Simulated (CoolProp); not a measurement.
200 sccm (0 °C, 1 atm) of nitrogen bubbles through liquid octamethyltrisiloxane (MDM) at 365.6 K and leaves saturated at a total pressure of 0.15 MPa (ideal gas phase). Each further row changes one setting.

The numbers come from the reference Helmholtz-energy equation of state, Thol 2017 in CoolProp.

```json
[
 {"case": "as stated", "vapour pressure (kPa)": "15.0", "mole fraction of vapour": "0.100", "delivery (mg/min)": "…", "delivery (sccm)": "…", "change of delivery for a bath 1 K warmer (%)": "…"},
 {"case": "bath temperature 370.6 K", "vapour pressure (kPa)": "18.2", "mole fraction of vapour": "…", "delivery (mg/min)": "…", "delivery (sccm)": "27.5", "change of delivery for a bath 1 K warmer (%)": "…"},
 {"case": "total pressure 0.3 MPa", "vapour pressure (kPa)": "15.0", "mole fraction of vapour": "0.0501", "delivery (mg/min)": "…", "delivery (sccm)": "10.5", "change of delivery for a bath 1 K warmer (%)": "4.1"}
]
```

### Question
Complete the blanks.

### Answer

- as stated, delivery (mg/min): 235
- as stated, delivery (sccm): 22.3
- as stated, change of delivery for a bath 1 K warmer (%): 4.4
- bath temperature 370.6 K, mole fraction of vapour: 0.121
- bath temperature 370.6 K, delivery (mg/min): 291
- bath temperature 370.6 K, change of delivery for a bath 1 K warmer (%): 4.3
- total pressure 0.3 MPa, delivery (mg/min): 111
